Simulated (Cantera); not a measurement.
Charge: 1 mol PbO, 190 mol H2, at 1477 °C and 3830 Torr.

Cantera equilibrium calculation (NASA polynomials, part measured and part estimated; ideal gas, pure solids and liquids). Candidate condensed phases: H2O, Pb, PbO, PbO2, Pb3O4; 12 gas species. Equilibrium is a limit: real reactors are often held back by kinetics, nucleation or transport.

Base state: H2 0.989, H2O 0.00524, Pb 0.00523, H 0.000102 (mole fractions); condensed: gas only.

Q: What changes in the equilibrium state with this change: temperature from 1477 °C to 825 °C?

A: 
```tsv
species	before	after
H2	0.989	0.995
H2O	0.00524	0.00526
Pb	0.00523	2.29e-5
H	0.000102	1.09e-8
Pb(l), mol	0	0.996
```
